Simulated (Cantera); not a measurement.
A freely propagating, adiabatic, planar premixed flame of CH₄ : O₂ : N₂ = 1 : 2.41 : 9.06 (molar parts), equivalence ratio 0.83, unburnt at 525 K and 1.00 atm; mixture-averaged transport, grid criteria slope 0.08 and curve 0.16, no radiation.

Computed with Cantera and GRI-Mech 3.0 (53 species, 325 reactions). Burning velocities carry a grid error of a few per cent, more on coarse grids.

Predict: laminar burning velocity; thermal thickness; peak x(CH₃).


```
Quantity                     Result
------------------------  ---------
laminar burning velocity  85.2 cm/s
thermal thickness          0.381 mm
peak x(CH₃)                 0.00173
```
